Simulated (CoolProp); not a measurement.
Values from CoolProp's reference Helmholtz-energy equation of state, Lemmon 2000. It is a pseudo-pure fit of the blend.

### Question
For dry air, give the phase and the cp (kJ/(kg K)), cv (kJ/(kg K)), Prandtl number at -38.95 °C and 21 MPa; -38.95 °C and 37.9 MPa.

### Answer
- -38.95 °C and 21 MPa: supercritical; cp 1.55, cv 0.786, Prandtl number 0.937
- -38.95 °C and 37.9 MPa: supercritical; cp 1.52, cv 0.808, Prandtl number 0.943

Viscosity comes from a separate model (Lemmon 2004). Thermal conductivity comes from a separate model (Lemmon 2004).
